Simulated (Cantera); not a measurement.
Input: 1 mol MgO, 0.11 mol H2S, 5.5 mol O2, held at 0.0110 bar.

Equilibrium computed with Cantera from the NASA thermochemical tables; the gas is ideal and each condensed phase is pure. Candidate condensed phases: H2O, H2SO4, Mg, MgO, Mg(OH)2, MgS, MgSO4, S; 26 gas species. Equilibrium is a limit: real reactors are often held back by kinetics, nucleation or transport.

log p: log10 of the partial pressure in bar; n: condensed amount in mol.

```tsv
T (K)	log p O2	log p H2O	log p SO2	log p SO3	log p OH	log p O	log p H2	n MgO(s)	n MgSO4(s)
900	-1.97	-3.65	-6.75	-6.91	-9.53	-12.25	<-13	0.890	0.110
1000	-1.97	-3.65	-4.57	-5.29	-8.59	-10.79	___	0.906	0.0941
1100	-1.98	-3.66	-3.69	-4.88	-7.82	-9.59	___	1.00	0
1200	-1.98	-3.66	-3.67	-5.25	-7.18	-8.59	___	1.00	0
1300	-1.98	-3.66	-3.67	-5.57	-6.63	-7.74	___	1.00	0
1400	-1.98	-3.66	-3.66	-5.84	-6.17	-7.01	___	1.00	0
1500	-1.98	-3.66	-3.66	-6.08	-5.76	-6.38	___	1.00	0
```

Problem. Fill in the missing entries.

Solution. 
- 1000, log p H2: -12.72
- 1100, log p H2: -11.55
- 1200, log p H2: -10.57
- 1300, log p H2: -9.74
- 1400, log p H2: -9.02
- 1500, log p H2: -8.40
